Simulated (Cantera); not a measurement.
Input: 1 mol MgO, 13 mol CO, held at 950 K and 11.0 Pa.

Equilibrium computed with Cantera from the NASA thermochemical tables; the gas is ideal and each condensed phase is pure. Candidate condensed phases: C, Mg, MgCO₃, MgO; 15 gas species. Equilibrium is a limit: real reactors are often held back by kinetics, nucleation or transport.

Base state: CO 1.000, CO₂ 0.000184 (mole fractions); condensed: C(graphite) + MgO(s).

### Question
What changes in the equilibrium state with this change: temperature from 950 K to 2325 K?

### Answer
| species | before | after |
|---|---|---|
| CO | 1.000 | 0.864 |
| Mg | <1e-9 | 0.0691 |
| CO₂ | 0.000184 | 0.0350 |
| O | <1e-9 | 0.0286 |
| O₂ | <1e-9 | 0.00274 |
| MgO | <1e-9 | 9.76e-5 |
| C(graphite), mol | 0.00239 | 0 |
| MgO(s), mol | 1.00 | 0 |

### Question
What changes in the equilibrium state with this change: temperature from 950 K to 2550 K?

### Answer
| species | before | after |
|---|---|---|
| CO | 1.000 | 0.867 |
| Mg | <1e-9 | 0.0671 |
| O | <1e-9 | 0.0586 |
| O₂ | <1e-9 | 0.00111 |
| MgO | <1e-9 | 4.36e-5 |
| C(graphite), mol | 0.00239 | 0 |
| MgO(s), mol | 1.00 | 0 |
